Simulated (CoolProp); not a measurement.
Vapour-liquid equilibrium of p-xylene (1) + n-undecane (2) at 47 kPa; x and y are mole fractions of (1).

Model: multi-fluid Helmholtz-energy mixture model, Zhou 2012 and Aleksandrov 2011; pair parameters Bell 2016, in CoolProp.

Give the bubble temperature and the first vapour's composition at x = 0.25, 0.45, 0.65. Is there an azeotrope?

x = 0.25: 418.4 K, y = 0.605; x = 0.45: 406.1 K, y = 0.808; x = 0.65: 396.8 K, y = 0.913. No azeotrope shows between x = 0.05 and 0.95.

Pair parameters are fitted to limited data, so mixtures are less certain than the pure fluids.
